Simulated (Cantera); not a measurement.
Cantera with NASA thermochemical tables; ideal gases at 1 bar, condensed phases pure. Values are per mole of reaction as written; species without (g) are pure solids or liquids, kept so even where they would boil at 1 bar. TiC: taken at fixed stoichiometry.

2 Cl2(g) + TiC = TiCl4 + C

```
T (K)    ΔH° (kJ)   ΔS° (J/K)    ΔG° (kJ)     log10 K
-----  ----------  ----------  ----------  ----------
373    (withheld)  (withheld)  (withheld)  (withheld)
398    (withheld)  (withheld)  (withheld)  (withheld)
423        -614.0      -195.2      -531.4       65.63
448        -612.9      -192.6      -526.6       61.40
473        -611.8      -190.1      -521.8       57.62
498    (withheld)  (withheld)  (withheld)  (withheld)
523    (withheld)  (withheld)  (withheld)  (withheld)
```

Question: Some entries are withheld; supply them.

Answer: 
- 373, ΔH° (kJ): -616.4
- 373, ΔS° (J/K): -201.1
- 373, ΔG° (kJ): -541.4
- 373, log10 K: 75.81
- 398, ΔH° (kJ): -615.2
- 398, ΔS° (J/K): -198.0
- 398, ΔG° (kJ): -536.4
- 398, log10 K: 70.39
- 498, ΔH° (kJ): -610.6
- 498, ΔS° (J/K): -187.8
- 498, ΔG° (kJ): -517.1
- 498, log10 K: 54.24
- 523, ΔH° (kJ): -609.5
- 523, ΔS° (J/K): -185.7
- 523, ΔG° (kJ): -512.4
- 523, log10 K: 51.18
